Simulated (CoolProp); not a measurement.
Properties of CH2F2 (R32) along the isotherm 285.8 K.

Computed with CoolProp (reference Helmholtz-energy equation of state, Tillner-Roth 1997).

```csv
p (bar),phase,Z,isothermal compressibility (1/MPa),conductivity (mW/(m K))
0.0914,gas,0.9987,109.6,12.6
0.173,gas,0.9975,57.95,12.6
0.329,gas,0.9953,30.54,12.6
0.623,gas,0.9911,16.20,12.7
1.18,gas,0.9830,8.623,12.7
2.24,gas,0.9674,4.618,12.8
4.24,gas,0.9369,2.525,13.1
8.05,gas,0.8740,1.443,13.7
15.3,liquid,0.03312,0.004790,145
28.9,liquid,0.06216,0.004489,146
```

Thermal conductivity comes from a separate model (Huber 2003), an estimate that may be off by 10 % or more.
